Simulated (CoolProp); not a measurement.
A closed Brayton cycle with carbon dioxide: compressor inlet 320.15 K and 9.1 MPa, high pressure 24.9 MPa, turbine inlet 780 K, compressor efficiency 0.89, turbine efficiency 0.85, recuperator effectiveness 0 (on enthalpy, no pinch check). Each further row changes one setting.

Model: reference Helmholtz-energy equation of state, Span 1996, in CoolProp.

| case | thermal efficiency (%) | net work (kJ/kg) | compressor to turbine work | compressor exit (K) | turbine exit (K) |
|---|---|---|---|---|---|
| as stated | 14.1 | 75.9 | 0.35 | 389.1 | 669.2 |
| turbine inlet 730 K | 14.1 | 67.1 | [?] | 389.1 | 623.0 |
| compressor inlet 330.15 K | [?] | [?] | 0.43 | 411.8 | 669.2 |
| high pressure 21.2 MPa | 12.1 | 66.8 | 0.33 | 377.9 | 686.5 |
| recuperator effectiveness 0.5 | 20.2 | 75.9 | 0.35 | 389.1 | 669.2 |

Task: Complete the blanks.

Result: 
- turbine inlet 730 K, compressor to turbine work: 0.38
- compressor inlet 330.15 K, thermal efficiency (%): 13.5
- compressor inlet 330.15 K, net work (kJ/kg): 67.0
